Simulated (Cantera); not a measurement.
A perfectly stirred reactor is fed with N2O : H2O = 1 : 0.14 (molar parts), at 0.210 bar; it is held at 1600 K, and followed from long to short residence time.

Model: GRI-Mech 3.0 (53 species, 325 reactions), integrated in Cantera. GRI-Mech 3.0 was tuned for natural gas; its chemistry of N2O as a main component is partial and can be far from experiment. The temperature is held fixed by assumption; the heat of reaction is taken as removed at once.

### Question
What does this change do: temperature 1600 to 1175 K?

### Answer
```
quantity                before    after
---------------------  -------  -------
x(N2O) at τ = 1.80 s   0.00869    0.667
x(H2O) at τ = 1.80 s    0.0854    0.114
x(N2) at τ = 1.80 s      0.567    0.141
x(HO2) at τ = 1.80 s   5.09e-7  6.87e-7
x(H) at τ = 1.80 s     1.61e-6  2.79e-9
x(N2O) at τ = 62.0 ms    0.158    0.867
x(H2O) at τ = 62.0 ms   0.0917    0.122
x(N2) at τ = 62.0 ms     0.453  0.00667
x(HO2) at τ = 62.0 ms  2.64e-6  4.12e-6
x(H) at τ = 62.0 ms    3.27e-6  3.74e-9
```
The mechanism lacks the step 2 NO + O2 → 2 NO2, which can matter for NO2 below about 1400 K.

### Question
What does this change do: temperature 1600 to 1325 K?

### Answer
| quantity | before | after |
|---|---|---|
| x(N2O) at τ = 1.80 s | 0.00869 | 0.182 |
| x(H2O) at τ = 1.80 s | 0.0854 | 0.0931 |
| x(N2) at τ = 1.80 s | 0.567 | 0.457 |
| x(HO2) at τ = 1.80 s | 5.09e-7 | 3.98e-7 |
| x(H) at τ = 1.80 s | 1.61e-6 | 6.87e-8 |
| x(N2O) at τ = 62.0 ms | 0.158 | 0.760 |
| x(H2O) at τ = 62.0 ms | 0.0917 | 0.118 |
| x(N2) at τ = 62.0 ms | 0.453 | 0.0766 |
| x(HO2) at τ = 62.0 ms | 2.64e-6 | 5.15e-6 |
| x(H) at τ = 62.0 ms | 3.27e-6 | 5.89e-8 |
The mechanism lacks the step 2 NO + O2 → 2 NO2, which can matter for NO2 below about 1400 K.
